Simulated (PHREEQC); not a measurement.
Dissolve 0.44 mol/kgw MgCl2, 0.00029 mol/kgw NaHCO3 and 0.00039 mol/kgw H4SiO4 at 25 °C. Closed to the air; pH follows from the charge balance.

Model: ion-association model, phreeqc.dat, run in PHREEQC.

Precipitation was switched off in this run.

Task: Predict the pH, activity of water, density.

Result: pH 6.98; activity of water 0.978; density 1.031 g/cm³.

Task: In which forms is C present?

Result: MgHCO3+ 61 %, HCO3- 34 %, CO2 3.9 %, MgCO3 1.0 % of the C.

The solution is supersaturated, for example in Quartz (slow to form), Chalcedony (slow to form), so a real one may precipitate; this is no full list. The ionic strength is past about 0.7 mol/kgw, beyond the range of this activity model, so the values are rough. Species that the database lacks are ignored.
